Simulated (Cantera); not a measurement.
Gas mixture: 8.02 % NH3, 23.7 % C3H8, 68.3 % N2, at 101000 Pa, frozen composition.

Cantera's kinetic-theory transport with the Lennard-Jones parameters of GRI-Mech 3.0, ideal gas; thermal conductivity in the mixture-averaged form. Polar gases are described roughly by these parameters. The composition is frozen, though it would react at the higher temperatures.

One state of this run: ρ (kg/m³) = 0.580; cp (J/kg/K) = 1832; μ (µPa s) = 25.2; λ (mW/m/K) = 54.7; Pr = 0.844; D (cm²/s) C2H2 = 0.563; D (cm²/s) H = 4.02; D (cm²/s) CH4 = 0.746. D: mixture-averaged diffusion coefficient of that species in the mixture.

Which value of T (K) does it belong to?
A. 400
B. 650
C. 1650
D. 1400

B, 650
